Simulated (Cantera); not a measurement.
Cantera run:

```python
import numpy as np
import cantera as ct

gas_names = """
    CL CL2 H HCL H2 Si SiCL SiCL2 SiCL3 SiCL4 SiH SiHCL3 SiH2 SiH2CL2 SiH3 SiH3CL SiH4 Si2 Si3
""".split()
cond_names = """
    Si(cr) Si(L)
""".split()


def load(file, names, dense=False):
    # The tables refer to 1 bar. Condensed volumes are neglected.
    table = {s.name: s for s in ct.Species.list_from_file(file)}
    out = []
    for n in names:
        d = dict(table[n].input_data)
        d["thermo"] = dict(d["thermo"], **{"reference-pressure": 1e5})
        if dense:
            d["equation-of-state"] = {"model": "constant-volume", "density": "1e6 g/cm^3"}
        out.append(ct.Species.from_dict(d))
    return out


gas = ct.Solution(thermo="ideal-gas", species=load("nasa_gas.yaml", gas_names))
cond = {s.name: ct.Solution(thermo="fixed-stoichiometry", species=[s], name=s.name)
        for s in load("nasa_condensed.yaml", cond_names, dense=True)}
atoms = {
    'SiCl4': {'Si': 1, 'CL': 4},
    'Cl2': {'CL': 2},
    'H2': {'H': 2},
}
top_T = {}  # K; cautious upper limits of use, not melting points


def equilibrate(T, P, feed):
    n = {}
    for name, mol in feed.items():
        for a, k in atoms[name].items():
            n[a] = n.get(a, 0.0) + k * mol
    gas.TPX = T, P, n
    mass = sum(n.values()) * gas.mean_molecular_weight
    gas.equilibrate("TP")
    valid = [c for c in cond.values() if c.min_temp <= T <= top_T.get(c.name, c.max_temp)]
    mix = ct.Mixture([(gas, mass / gas.mean_molecular_weight)] + [(c, 0.0) for c in valid])
    mix.T, mix.P = T, P
    mix.equilibrate("TP", solver="vcs", rtol=1e-11, max_steps=5000)
    return mix


results = []
feed = {'SiCl4': 1, 'Cl2': 0.76, 'H2': 1.3}  # mol
P = 27000  # Pa
for T in [748, 823, 898, 973, 1048, 1123, 1198]:
    mix = equilibrate(T, P, feed)
    results.append((T, P, feed, dict(zip(mix.species_names, mix.species_moles))))

top = {s: max(r[3][s] / sum(r[3][g] for g in gas_names) for r in results) for s in gas_names}
cols = sorted((s for s in top if top[s] > 1e-05), key=lambda s: -top[s])[:7]
seen = [c for c in cond_names if any(r[3].get(c, 0) > 1e-12 for r in results)]
print("log10 of partial pressures in bar; condensed amounts in mol")
print(f"{'T/K':>10s}" + "".join(f"{s[:9]:>10s}" for s in cols + seen))
for T, P, feed, n in results:
    ng = sum(n[g] for g in gas_names)
    print(f"{T:10.4g}" + "".join(f"{np.log10(max(n[s] / ng * P / 1e5, 1e-99)):10.3f}" for s in cols)
          + "".join(f"{n.get(c, 0):10.4g}" for c in seen))
```

Output:

```
log10 of partial pressures in bar; condensed amounts in mol
       T/K       HCL     SiCL4        H2    SiHCL3     SiCL3     SiCL2
       748    -0.872    -1.054    -1.322    -4.861    -7.847   -12.365
       823    -0.872    -1.055    -1.322    -4.423    -6.725   -10.443
       898    -0.872    -1.055    -1.323    -4.061    -5.794    -8.849
       973    -0.872    -1.055    -1.324    -3.757    -5.010    -7.507
      1048    -0.871    -1.056    -1.325    -3.500    -4.341    -6.364
      1123    -0.870    -1.058    -1.328    -3.281    -3.766    -5.380
      1198    -0.868    -1.062    -1.333    -3.096    -3.269    -4.530
```

Cantera equilibrium calculation (NASA polynomials, part measured and part estimated; ideal gas, pure solids and liquids). The tables' values for SiCl3 are old estimates; treat these amounts as uncertain.
